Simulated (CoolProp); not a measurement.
The fluid at 509.1 K and 0.782 MPa flows at 0.07 m/s in a round tube of 1 mm bore and 1.5 µm roughness, fully developed (64/Re and Nu = 3.66 if laminar; Colebrook and Gnielinski if turbulent). The same conditions are run with several fluids, on thermodynamics alone (safety and materials aside).

The numbers come from the reference Helmholtz-energy equation of state of each fluid (benzene: Thol 2012; propane: Lemmon 2009; carbon dioxide: Span 1996; dry air: Lemmon 2000; water: Wagner 2002) in CoolProp. Blends and air are pseudo-pure fits.

| fluid | Reynolds number | Darcy friction factor | pressure drop (Pa/m) | heat-transfer coefficient (W/(m² K)) | mass flow (kg/h) |
|---|---|---|---|---|---|
| benzene | 85.9 | 0.745 | 28.6 | 117 | 0.00311 |
| propane | 42.7 | 1.50 | 30.6 | 179 | 0.00165 |
| carbon dioxide | 23.5 | (withheld) | 54.6 | 124 | 0.00162 |
| dry air | 13.6 | 4.71 | 61.6 | 149 | 0.00106 |
| water | (withheld) | (withheld) | 39.2 | 141 | 0.000680 |

Task: Fill in the missing entries.

Result: 
- carbon dioxide, Darcy friction factor: 2.73
- water, Reynolds number: 13.7
- water, Darcy friction factor: 4.66

Transport values come from each fluid's own correlations.
